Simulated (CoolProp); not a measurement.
Saturation properties of 1-butene.

Model: reference Helmholtz-energy equation of state, Lemmon 2005, in CoolProp. It is a short technical equation, of lower accuracy than the large ones.

```csv
T (K),p (MPa),liquid density (kg/m³),enthalpy of vaporisation (kJ/kg),liquid cp (kJ/(kg K)),vapour Z,surface tension (mN/m)
331.5,0.7322,543.3,319.5,2.517,0.8404,8.02
336.5,0.8245,536.0,312.4,2.557,0.8268,7.45
341.6,0.9273,528.2,304.9,2.600,0.8122,6.88
346.6,1.037,520.4,297.3,2.646,0.7971,6.34
351.6,1.156,512.2,289.2,2.696,0.7810,5.80
356.6,1.284,503.8,280.8,2.751,0.7640,5.27
361.7,1.426,494.8,271.7,2.814,0.7457,4.74
366.7,1.576,485.6,262.2,2.884,0.7265,4.23
```

It boils at 266.8 K under 1 atm.

Surface tension comes from a separate correlation (Mulero 2012).
